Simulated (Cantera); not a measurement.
**Diamond growth**

A diamond (100) surface in a fixed gas of H2 with x(CH4) = 0.0057, x(H) = 0.00029, x(CH3) = 0.00016, 13000 Pa; coverages are run to steady state.

Computed with Cantera and the Harris–Goodwin 1993 mechanism for the reconstructed diamond (100) surface.

| T (K) | growth (µm/h) | θ c6HH | θ c6H* | θ c6*H | θ c6** | θ c6HM |
|---|---|---|---|---|---|---|
| 925 | 4.56 | 0.459 | 0.00816 | 0.210 | 0.00287 | 0.252 |
| 1000 | 5.99 | 0.475 | 0.0137 | 0.281 | 0.00524 | 0.164 |
| 1075 | 4.66 | 0.506 | 0.0216 | 0.363 | 0.00842 | 0.0673 |
| 1150 | 2.20 | 0.516 | 0.0294 | 0.416 | 0.0111 | 0.0157 |
| 1225 | 1.17 | 0.512 | 0.0354 | 0.432 | 0.0124 | 0.00303 |
| 1300 | 0.831 | 0.518 | 0.0399 | 0.427 | 0.0126 | 0.000598 |
| 1375 | 0.475 | 0.534 | 0.0431 | 0.409 | 0.0121 | 0.000127 |
θ: site fractions in the mechanism's names (c6HH fully hydrogenated, c6H* and c6*H radical sites, c6** diradical, c6HM methylated).
